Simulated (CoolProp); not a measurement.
Vapour-liquid equilibrium of benzene (1) + p-xylene (2) at 0.801 MPa; x and y are mole fractions of (1).

The numbers come from the multi-fluid Helmholtz-energy mixture model, Thol 2012 and Zhou 2012; pair parameters Bell 2016 in CoolProp.

Give the bubble temperature and the first vapour's composition at x = 0.25, 0.75, 0.85. Is there an azeotrope?

x = 0.25: 486.4 K, y = 0.464; x = 0.75: 451.7 K, y = 0.902; x = 0.85: 446.5 K, y = 0.947. No azeotrope shows between x = 0.05 and 0.95.

Pair parameters are fitted to limited data, so mixtures are less certain than the pure fluids.
